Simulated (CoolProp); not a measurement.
Vapour pressure (MPa) of ethanol: the reference equation beside estimates from Tc = 514.7 K, pc = 6.268 MPa, ω = 0.644. Clausius-Clapeyron is anchored at 409.6 K with a constant enthalpy of vaporisation of 33.49 kJ/mol.

Model: reference Helmholtz-energy equation of state, Schroeder 2014, in CoolProp.

```tsv
T (K)	reference	Lee-Kesler	Clausius-Clapeyron	van der Waals	Redlich-Kwong	Soave-Redlich-Kwong	Peng-Robinson
393.5	0.4319	0.4323	0.4594	1.941	1.106	0.4358	0.4388
401.6	0.5485	0.5473	0.5647	2.138	1.287	0.5529	0.5547
409.6	0.6869	0.6832	0.6869	2.345	1.485	0.6916	0.6918
417.7	0.8537	0.8461	0.8313	2.566	1.705	0.8584	0.8564
425.8	1.050	1.038	0.9986	2.801	1.947	1.055	1.050
433.9	1.280	1.261	1.192	3.048	2.212	1.285	1.277
442	1.547	1.520	1.412	3.308	2.499	1.551	1.540
450	1.850	1.815	1.661	3.579	2.807	1.854	1.839
```

Absolute difference from the reference over all 8 rows, mean and median: Lee-Kesler 1.0 and 1.0 %, Clausius-Clapeyron 5.3 and 5.6 %, van der Waals 199.2 and 183.7 %, Redlich-Kwong 97.3 and 92.6 %, Soave-Redlich-Kwong 0.5 and 0.5 %, Peng-Robinson 0.6 and 0.5 %.
